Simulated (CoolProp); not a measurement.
A single-stage vapour-compression cycle with CH3F (R41): evaporating at 276.15 K (dew point), condensing at 298.15 K (bubble point), superheat 2 K, subcooling 8 K, compressor efficiency 0.8, no pressure losses. Each further row changes one setting.

Computed with CoolProp (reference Helmholtz-energy equation of state, Lemmon 2006). It is a short technical equation, of lower accuracy than the large ones.

```json
[
 {"case": "as stated", "cooling COP": "8.33", "pressure ratio": "1.73", "discharge temperature (K)": "320.0", "refrigerating effect (kJ/kg)": "291", "volumetric capacity (kJ/m³)": "13300"},
 {"case": "evaporating temperature 281.15 K", "cooling COP": "11.2", "pressure ratio": "[?]", "discharge temperature (K)": "314.8", "refrigerating effect (kJ/kg)": "288", "volumetric capacity (kJ/m³)": "15300"},
 {"case": "condensing temperature 293.15 K", "cooling COP": "[?]", "pressure ratio": "1.54", "discharge temperature (K)": "310.5", "refrigerating effect (kJ/kg)": "305", "volumetric capacity (kJ/m³)": "13900"},
 {"case": "subcooling 13 K", "cooling COP": "8.75", "pressure ratio": "1.73", "discharge temperature (K)": "320.0", "refrigerating effect (kJ/kg)": "[?]", "volumetric capacity (kJ/m³)": "13900"},
 {"case": "superheat 12 K", "cooling COP": "[?]", "pressure ratio": "1.73", "discharge temperature (K)": "[?]", "refrigerating effect (kJ/kg)": "[?]", "volumetric capacity (kJ/m³)": "12900"},
 {"case": "compressor efficiency 0.7", "cooling COP": "[?]", "pressure ratio": "1.73", "discharge temperature (K)": "322.4", "refrigerating effect (kJ/kg)": "291", "volumetric capacity (kJ/m³)": "13300"}
]
```

**Question.** Some entries are withheld; supply them.

**Answer.** 
- evaporating temperature 281.15 K, pressure ratio: 1.52
- condensing temperature 293.15 K, cooling COP: 11.3
- subcooling 13 K, refrigerating effect (kJ/kg): 306
- superheat 12 K, cooling COP: 8.09
- superheat 12 K, discharge temperature (K): 332.1
- superheat 12 K, refrigerating effect (kJ/kg): 312
- compressor efficiency 0.7, cooling COP: 7.29
